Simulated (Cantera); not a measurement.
Charge: 1 mol SiC, 0.0037 mol H2O, 570 mol H2, held at 1125 °C and 24.0 mbar.

These are equilibrium values from Cantera (NASA tables, ideal gas, pure condensed phases), not measurements of a reactor. Candidate condensed phases: C, C6H6, C7H8, C8H18, H2O, Si, SiC, SiO2; 123 gas species. Kinetics and transport are ignored.

Base state: H2 1.000, H 3.05e-5 (mole fractions); condensed: SiC(s).

What changes in the equilibrium state with this change: temperature from 1125 °C to 802 °C?


```
species               before    after
-------------------  -------  -------
H2                     1.000    1.000
H                    3.05e-5  9.47e-8
SiC(s), mol            0.997    0.998
SiO2(β-quartz), mol        0  0.00179
```
Mutual solubility and eutectic melting of coexisting phases are not modelled.

What changes in the equilibrium state with this change: SiC replaced by Si3N4?


```
species          before     after
--------------  -------  --------
H2                1.000     1.000
N2                    0  0.000228
H               3.05e-5   3.05e-5
SiC(s), mol       0.997         0
Si(s), mol            0     0.192
Si2N2O(s), mol        0   0.00227
Si3N4(s), mol         0     0.934
```
Mutual solubility and eutectic melting of coexisting phases are not modelled. Further candidate phases: Si2N2O, Si3N4.
